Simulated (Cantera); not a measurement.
A freely propagating, adiabatic, planar premixed flame of CH4 : O2 : N2 = 1 : 1.54 : 5.78 (molar parts), equivalence ratio 1.3, unburnt at 375 K and 390 Torr; mixture-averaged transport, grid criteria slope 0.08 and curve 0.16, no radiation.

Detailed kinetics in Cantera: GRI-Mech 3.0 (53 species, 325 reactions). Burning velocities carry a grid error of a few per cent, more on coarse grids.

Question: How do the results move with these cheaper or finer settings: unity-Lewis-number transport; multicomponent transport; multicomponent+Soret transport; grid criteria slope 0.5, curve 1; grid criteria slope 0.25, curve 0.5; grid criteria slope 0.03, curve 0.06?

Answer: 
```csv
setting,laminar burning velocity,thermal thickness,peak x(HCN),peak x(H),grid points
as above,48.2 cm/s,0.829 mm,2.45e-5,0.00941,152
unity-Lewis-number transport,29.6 cm/s,1.15 mm,2.71e-5,0.0119,138
multicomponent transport,48.1 cm/s,0.844 mm,2.46e-5,0.00941,152
multicomponent+Soret transport,48.6 cm/s,0.824 mm,2.33e-5,0.00968,153
"grid criteria slope 0.5, curve 1",50.5 cm/s,0.907 mm,2.38e-5,0.00970,44
"grid criteria slope 0.25, curve 0.5",49.8 cm/s,0.848 mm,2.40e-5,0.00966,72
"grid criteria slope 0.03, curve 0.06",47.7 cm/s,0.824 mm,2.45e-5,0.00933,369
```
The base run took roughly 25 core-seconds.
Unity Lewis numbers drop preferential diffusion, which matters most where H2 and H carry the flame; Soret adds thermal diffusion.
